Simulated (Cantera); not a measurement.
A closed system holds: 1 mol SiH4, 0.57 mol O2, 0.22 mol H2, equilibrated at 0.0200 bar.

These are equilibrium values from Cantera (NASA tables, ideal gas, pure condensed phases), not measurements of a reactor. Candidate condensed phases: H2O, Si, SiO2; 18 gas species. Mutual solubility and eutectic melting of coexisting phases are not modelled. The tables hold silica as quartz up to 1696 K and as liquid above; real silica turns to tridymite and cristobalite and melts near 1996 K. Rates play no part.

Task: What share of the Si ends up in condensed phases as a function of T (°C), at 400, 550, 700, 850, 1000, 1150, 1300, 1450?

Result: 
| T (°C) | Si condensed (%) | as |
|---|---|---|
| 400 | 100.0 | Si(s) + SiO2(α-quartz) |
| 550 | 100.0 | Si(s) + SiO2(α-quartz) |
| 700 | 100.0 | Si(s) + SiO2(β-quartz) |
| 850 | 100.0 | Si(s) + SiO2(β-quartz) |
| 1000 | 100.0 | Si(s) + SiO2(β-quartz) |
| 1150 | 98.7 | Si(s) + SiO2(β-quartz) |
| 1300 | 77.5 | Si(s) + SiO2(β-quartz) |
| 1450 | 14.0 | SiO2(condensed) |
